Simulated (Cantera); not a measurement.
A closed system holds: 1 mol SiH2Cl2, 0.99 mol N2, equilibrated at 1300 K and 0.350 bar.

Cantera equilibrium calculation (NASA polynomials, part measured and part estimated; ideal gas, pure solids and liquids). Candidate condensed phases: NH4Cl, Si, Si3N4; 28 gas species. N2 is the only nitrogen source here; it is nearly inert below about 1500 K, so the nitride shown seldom forms there in practice. The tables' values for SiCl3 are old estimates; treat these amounts as uncertain. The numbers say what is thermodynamically allowed, not how fast it happens.

Base state: HCl 0.411, H2 0.240, N2 0.226, SiCl4 0.115, SiCl3 0.00353, SiHCl3 0.00307, SiCl2 0.000640, SiH2Cl2 1.15e-5 (mole fractions); condensed: Si3N4(s).

### Question
What changes in the equilibrium state with this change: N2 from 0.99 to 3 mol?

### Answer
```
species         before     after
-------------  -------  --------
N2               0.226     0.583
HCl              0.411     0.259
H2               0.240     0.105
SiCl4            0.115    0.0505
SiH2Cl2        1.15e-5   2.42e-6
SiHCl3         0.00307  0.000932
SiCl3          0.00353   0.00162
Si3N4(s), mol    0.242     0.257
```
